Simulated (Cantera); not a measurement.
**Premixed flame**

A freely propagating, adiabatic, planar premixed flame of 3.21 % C3H8, 20.3 % O2, 76.5 % N2, equivalence ratio 0.79, unburnt at 325 K and 7500 Torr; mixture-averaged transport, grid criteria slope 0.08 and curve 0.16, no radiation.

Cantera simulation using GRI-Mech 3.0 (53 species, 325 reactions); the numbers are that mechanism's predictions, not measurements. GRI-Mech 3.0 was tuned for natural gas; its chemistry of propane as a main component is partial and can be far from experiment. Burning velocities carry a grid error of a few per cent, more on coarse grids.

| z (mm) | T (K) | u (m/s) | x C3H8 | x O2 | x HO2 | x HCN | x NO | x CH2O |
|---|---|---|---|---|---|---|---|---|
| -0.234 | 325 | 0.180 | 0.0321 | 0.203 | 2.23e-8 | <1e-8 | <1e-8 | 1.59e-7 |
| -0.156 | 329 | 0.182 | 0.0321 | 0.203 | 2.61e-7 | <1e-8 | <1e-8 | 2.72e-6 |
| -0.117 | 344 | 0.191 | 0.0320 | 0.201 | 1.60e-6 | <1e-8 | <1e-8 | 2.19e-5 |
| -0.0779 | 443 | 0.247 | 0.0313 | 0.192 | 1.53e-5 | 1.07e-8 | 2.33e-8 | 0.000215 |
| -0.0389 | 887 | 0.504 | 0.0227 | 0.150 | 0.000146 | 8.11e-8 | 6.29e-7 | 0.00143 |
| -0.0195 | 1283 | 0.740 | 0.00927 | 0.111 | 0.000292 | 1.65e-7 | 2.27e-6 | 0.00183 |
| 0 | 1676 | 0.976 | 0.000225 | 0.0706 | 0.000241 | 2.73e-7 | 4.70e-6 | 0.000435 |
| 0.0195 | 1858 | 1.08 | 4.31e-8 | 0.0528 | 5.39e-5 | 1.84e-7 | 7.46e-6 | 1.66e-5 |
| 0.0389 | 1938 | 1.12 | <1e-8 | 0.0468 | 2.83e-5 | 6.31e-8 | 9.61e-6 | 4.96e-7 |
| 0.0779 | 2009 | 1.15 | <1e-8 | 0.0427 | 1.26e-5 | <1e-8 | 1.21e-5 | <1e-8 |
| 0.156 | 2050 | 1.17 | <1e-8 | 0.0408 | 4.77e-6 | <1e-8 | 1.42e-5 | <1e-8 |
| 0.312 | 2065 | 1.18 | <1e-8 | 0.0402 | 2.47e-6 | <1e-8 | 1.60e-5 | <1e-8 |
| 0.623 | 2068 | 1.18 | <1e-8 | 0.0401 | 2.15e-6 | <1e-8 | 1.84e-5 | <1e-8 |
x: mole fraction of selected species; z is measured from the peak of heat release.

The laminar burning velocity is 18.0 cm/s. The thermal thickness is 0.0779 mm and the peak x(HO2) is 0.000365. The peak x(HCN) is 2.79e-7 and the peak x(CH2O) comes out as 0.00188. The grid points is 142.
